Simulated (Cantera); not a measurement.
Input: 1 mol Al, 4.3 mol NH₃, 970 mol H₂, at 1925 K.

Cantera equilibrium calculation (NASA polynomials, part measured and part estimated; ideal gas, pure solids and liquids). Candidate condensed phases: Al, AlN; 13 gas species. Rates play no part.

Which condensed phases are stable at each of these points (P (Pa)): 10, 28, 77, 220, 600, 1700, 4600, 13000, 36000, 100000?


```
P (Pa)  condensed phases  Al condensed (%)
------  ----------------  ----------------
10              gas only               0.0
28              gas only               0.0
77              gas only               0.0
220             gas only               0.0
600             gas only               0.0
1700            gas only               0.0
4600            gas only               0.0
13000           gas only               0.0
36000             AlN(s)              42.8
100000            AlN(s)              85.5
```

From 10.0 Pa to 0.130 bar nothing is condensed. From 0.360 bar to 1.00 bar the condensed part is AlN(s).
